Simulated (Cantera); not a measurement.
Cantera run:

```python
import numpy as np
import cantera as ct

gas_names = """
    H HNO HNO2 HNO3 HO2 H2 H2O H2O2 N NH NH2 NH3 NH2OH NO NO2 NO3 N2 N2H2 N2H4 N2O O OH O2 O3
""".split()
cond_names = """
    H2O(s) H2O(L)
""".split()


# ... load() reads the species with a 1 bar reference pressure and builds the phases ...
atoms = {
    'N2O': {'N': 2, 'O': 1},
    'H2': {'H': 2},
}
top_T = {}  # K; cautious upper limits of use, not melting points


# ... equilibrate(T, P, feed) seeds the gas with the atoms and calls Mixture.equilibrate('TP', solver="vcs", rtol=1e-11, max_steps=5000) ...
results = []
feed = {'N2O': 1, 'H2': 1.3}  # mol
T = 1475  # K
P = 510  # Pa
mix = equilibrate(T, P, feed)
results.append((T, P, feed, dict(zip(mix.species_names, mix.species_moles))))
x = sorted(zip(gas.X, gas.species_names), reverse=True)
print(f"T = {T:g} K  P = {P:g} Pa  gas = {mix.phase_moles(0):.4g} mol")
print("   x: " + "  ".join(f"{s} {v:.3e}" for v, s in x if v > 0.0001))
print("   condensed (mol): " + ("  ".join(f"{mix.phase(i).name} {mix.phase_moles(i):.4g}"
      for i in range(1, mix.n_phases) if mix.phase_moles(i) > 1e-12) or "none"))
```

Output:

```
T = 1475 K  P = 510 Pa  gas = 2.3 mol
   x: N2 4.348e-01  H2O 4.348e-01  H2 1.304e-01
   condensed (mol): none
```

Method: chemical equilibrium by Gibbs-energy minimisation in Cantera with the NASA 1993 tables (ideal gas, pure condensed phases).
